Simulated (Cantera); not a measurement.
A closed system holds: 1 mol SiCl4, 2.2 mol NH3, 56 mol H2, at 42.0 mbar.

Cantera equilibrium calculation (NASA polynomials, part measured and part estimated; ideal gas, pure solids and liquids). Candidate condensed phases: NH4Cl, Si, Si3N4; 28 gas species. Equilibrium is a limit: real reactors are often held back by kinetics, nucleation or transport. All values below are at 1075 K.

Base state: H2 0.928, HCl 0.0646, N2 0.00706, SiCl4 4.35e-5 (mole fractions); condensed: Si3N4(s).

**Question.** What changes in the equilibrium state with this change: NH3 from 2.2 to 3.9 mol?

**Answer.** 
| species | before | after |
|---|---|---|
| H2 | 0.928 | 0.919 |
| HCl | 0.0646 | 0.0613 |
| N2 | 0.00706 | 0.0197 |
| SiCl4 | 4.35e-5 | 1.82e-5 |
| Si3N4(s), mol | 0.332 | 0.333 |
